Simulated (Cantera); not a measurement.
What does this Cantera script print?

```python
import numpy as np
import cantera as ct

gas_names = """
    C CN CO CO2 C2 CCN CNC C2N2 C2O C3 C3O2 C4 C4N2 C5 N NCO NO NO2 NO3 N2 N2O O O2 O3 Si SiC SiC2 SiN
    SiO SiO2 Si2 Si2C Si2N Si3
""".split()
cond_names = """
    C(gr) Si(cr) Si(L) SiC(b) SiO2(Lqz) SiO2(hqz) SiO2(L) Si2N2O(s) Si3N4(a)
""".split()


def load(file, names, dense=False):
    # The tables refer to 1 bar. Condensed volumes are neglected.
    table = {s.name: s for s in ct.Species.list_from_file(file)}
    out = []
    for n in names:
        d = dict(table[n].input_data)
        d["thermo"] = dict(d["thermo"], **{"reference-pressure": 1e5})
        if dense:
            d["equation-of-state"] = {"model": "constant-volume", "density": "1e6 g/cm^3"}
        out.append(ct.Species.from_dict(d))
    return out


gas = ct.Solution(thermo="ideal-gas", species=load("nasa_gas.yaml", gas_names))
cond = {s.name: ct.Solution(thermo="fixed-stoichiometry", species=[s], name=s.name)
        for s in load("nasa_condensed.yaml", cond_names, dense=True)}
atoms = {
    'Si3N4': {'Si': 3, 'N': 4},
    'CO2': {'C': 1, 'O': 2},
    'N2': {'N': 2},
}
top_T = {'C(gr)': 4500, 'SiC(b)': 3050, 'Si2N2O(s)': 2100, 'Si3N4(a)': 2400}  # K; cautious upper limits of use, not melting points


def equilibrate(T, P, feed):
    n = {}
    for name, mol in feed.items():
        for a, k in atoms[name].items():
            n[a] = n.get(a, 0.0) + k * mol
    gas.TPX = T, P, n
    mass = sum(n.values()) * gas.mean_molecular_weight
    gas.equilibrate("TP")
    valid = [c for c in cond.values() if c.min_temp <= T <= top_T.get(c.name, c.max_temp)]
    mix = ct.Mixture([(gas, mass / gas.mean_molecular_weight)] + [(c, 0.0) for c in valid])
    mix.T, mix.P = T, P
    mix.equilibrate("TP", solver="vcs", rtol=1e-11, max_steps=5000)
    return mix


results = []
feed = {'Si3N4': 1, 'CO2': 0.24, 'N2': 42}  # mol
T = 1075  # K
for P in [0.1, 0.75, 5.6, 42, 320, 2400, 18000, 130000, 1000000]:
    mix = equilibrate(T, P, feed)
    results.append((T, P, feed, dict(zip(mix.species_names, mix.species_moles))))

top = {s: max(r[3][s] / sum(r[3][g] for g in gas_names) for r in results) for s in gas_names}
cols = sorted((s for s in top if top[s] > 0.0001), key=lambda s: -top[s])[:9]
seen = [c for c in cond_names if any(r[3].get(c, 0) > 1e-12 for r in results)]
print("log10 of partial pressures in bar; condensed amounts in mol")
print(f"{'P/Pa':>10s}" + "".join(f"{s[:9]:>10s}" for s in cols + seen))
for T, P, feed, n in results:
    ng = sum(n[g] for g in gas_names)
    print(f"{P:10.4g}" + "".join(f"{np.log10(max(n[s] / ng * P / 1e5, 1e-99)):10.3f}" for s in cols)
          + "".join(f"{n.get(c, 0):10.4g}" for c in seen))
```

It prints:

```
log10 of partial pressures in bar; condensed amounts in mol
      P/Pa        N2     C(gr)    SiC(b) Si2N2O(s)  Si3N4(a)
       0.1    -6.000         0    0.2398    0.4798    0.6002
      0.75    -5.125         0    0.2398    0.4798    0.6002
       5.6    -4.252    0.2399         0    0.4799    0.6801
        42    -3.377      0.24         0      0.48      0.68
       320    -2.495      0.24         0      0.48      0.68
      2400    -1.620      0.24         0      0.48      0.68
   1.8e+04    -0.745      0.24         0      0.48      0.68
   1.3e+05     0.114      0.24         0      0.48      0.68
     1e+06     1.000      0.24         0      0.48      0.68
```

Equilibrium computed with Cantera from the NASA thermochemical tables; the gas is ideal and each condensed phase is pure. Mutual solubility and eutectic melting of coexisting phases are not modelled.
